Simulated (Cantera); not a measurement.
Input: 1 mol BCl3, a varied amount of H2O, 0.12 mol N2, at 7.50 Torr.

These are equilibrium values from Cantera (NASA tables, ideal gas, pure condensed phases), not measurements of a reactor. Candidate condensed phases: B, BN, B2O3, B3O3H3, H2O, NH4Cl; 49 gas species. The tables' values for BCl2 are old estimates. Gases not in the tables: H3BO3. Kinetics and transport are ignored.

Q: What condenses at these points (T in K, n(H2O) in mol): (1650, 0.31); (2050, 0.47); (1900, 3); (1950, 0.58); (1650, 1.1)?

A: 
| T (K) | n(H2O) in mol | condensed phases | B condensed (%) |
|---|---|---|---|
| 1650 | 0.31 | gas only | 0.0 |
| 2050 | 0.47 | gas only | 0.0 |
| 1900 | 3 | gas only | 0.0 |
| 1950 | 0.58 | gas only | 0.0 |
| 1650 | 1.1 | B2O3 | 18.9 |
